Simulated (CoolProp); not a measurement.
Model: reference Helmholtz-energy equation of state, Thol 2016, in CoolProp.

Problem. For hexamethyldisiloxane (MM), give the phase and the density (kg/m³), cv (kJ/(kg K)), Joule-Thomson coefficient (K/MPa), isothermal compressibility (1/MPa) at -9.85 °C and 0.101 MPa; 108.45 °C and 0.101 MPa.

Solution. 
- -9.85 °C and 0.101 MPa: liquid; density 796, cv 1.46, Joule-Thomson coefficient -0.457, isothermal compressibility 0.00156
- 108.45 °C and 0.101 MPa: gas; density 5.49, cv 1.68, Joule-Thomson coefficient 25.3, isothermal compressibility 10.6
